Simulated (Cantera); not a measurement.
A Cantera script and what it prints.

```python
import numpy as np
import cantera as ct

gas_names = [...]  # 118 gases of nasa_gas.yaml made of C, Cl, F, H
cond_names = """
    C(gr) C6H6(L) C7H8(L) C8H18(L),n-octa
""".split()


# ... load() reads the species with a 1 bar reference pressure and builds the phases ...
atoms = {
    'c-C4F8': {'C': 4, 'F': 8},
    'HCl': {'H': 1, 'CL': 1},
    'H2': {'H': 2},
}
top_T = {'C(gr)': 4500}  # K; cautious upper limits of use, not melting points


# ... equilibrate(T, P, feed) seeds the gas with the atoms and calls Mixture.equilibrate('TP', solver="vcs", rtol=1e-11, max_steps=5000) ...
results = []
feed = {'c-C4F8': 1, 'HCl': 0.036, 'H2': 0.27}  # mol
T = 1548.15  # K
P = 1200  # Pa
mix = equilibrate(T, P, feed)
results.append((T, P, feed, dict(zip(mix.species_names, mix.species_moles))))
x = sorted(zip(gas.X, gas.species_names), reverse=True)
print(f"T = {T:g} K  P = {P:g} Pa  gas = {mix.phase_moles(0):.4g} mol")
print("   x: " + "  ".join(f"{s} {v:.3e}" for v, s in x if v > 1e-06))
print("   condensed (mol): " + ("  ".join(f"{mix.phase(i).name} {mix.phase_moles(i):.4g}"
      for i in range(1, mix.n_phases) if mix.phase_moles(i) > 1e-12) or "none"))
```

Result:

```
T = 1548.15 K  P = 1200 Pa  gas = 2.465 mol
   x: CF4 7.523e-01  HF 2.324e-01  CL 1.219e-02  HCL 1.223e-03  CF2 6.787e-04  CCLF3 6.231e-04  CL2 2.789e-04  CF3 1.347e-04  F 1.116e-04  CLF 5.360e-06  CHF3 1.084e-06
   condensed (mol): C(gr) 2.142
```

These are equilibrium values from Cantera (NASA tables, ideal gas, pure condensed phases), not measurements of a reactor. The feed counts by its element totals alone. Gases not in the tables: C2F6 and larger saturated fluorocarbons.
